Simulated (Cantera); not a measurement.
Input: 1 mol Cu2O, 6.2 mol C, 5.4 mol N2, held at 1.30 bar.

Cantera equilibrium calculation (NASA polynomials, part measured and part estimated; ideal gas, pure solids and liquids). Candidate condensed phases: C, Cu, CuO, Cu2O; 27 gas species. Equilibrium is a limit: real reactors are often held back by kinetics, nucleation or transport.

log p: log10 of the partial pressure in bar; n: condensed amount in mol.

```
T (°C)  log p N2  log p CO  log p Cu  log p Cu2  log p CO2  log p CN  n C(graphite)  n Cu(s)  n Cu(l)
------  --------  --------  --------  ---------  ---------  --------  -------------  -------  -------
952         0.04     -0.69     -7.62       <-11      -3.26      <-11           5.20     2.00        0
1052        0.04     -0.69     -6.55     -10.53      -3.80      <-11           5.20     2.00        0
1152        0.04     -0.69       ___        ___        ___       ___           5.20        0     2.00
1252        0.04     -0.69     -4.91      -8.24      -4.66     -9.77           5.20        0     2.00
1352        0.04     -0.69     -4.24      -7.33      -5.00     -8.85           5.20        0     2.00
1452        0.04     -0.69     -3.66      -6.52      -5.31     -8.04           5.20        0     2.00
1552        0.04     -0.69     -3.14      -5.81      -5.58     -7.32           5.20        0     2.00
1652        0.04     -0.69     -2.68      -5.18      -5.82     -6.67           5.20        0     1.99
1752        0.04     -0.69     -2.27      -4.61      -6.03     -6.09           5.20        0     1.97
1852        0.04     -0.70     -1.89      -4.10      -6.23     -5.56           5.20        0     1.94
1952        0.03     -0.70     -1.55      -3.64      -6.41     -5.09           5.20        0     1.86
2052        0.02     -0.71     -1.24      -3.22      -6.59     -4.66           5.20        0     1.70
2152        0.00     -0.73       ___        ___        ___       ___           5.20        0      ___
2252       -0.03     -0.77     -0.70      -2.49      -6.97     -3.91           5.20        0    0.803
```

Question: Complete the blanks.

Answer: 
- 2152, log p Cu: -0.96
- 2152, log p Cu2: -2.84
- 2152, log p CO2: -6.77
- 2152, log p CN: -4.27
- 2152, n Cu(l): 1.40
- 1152, log p Cu: -5.66
- 1152, log p Cu2: -9.29
- 1152, log p CO2: -4.26
- 1152, log p CN: -10.82
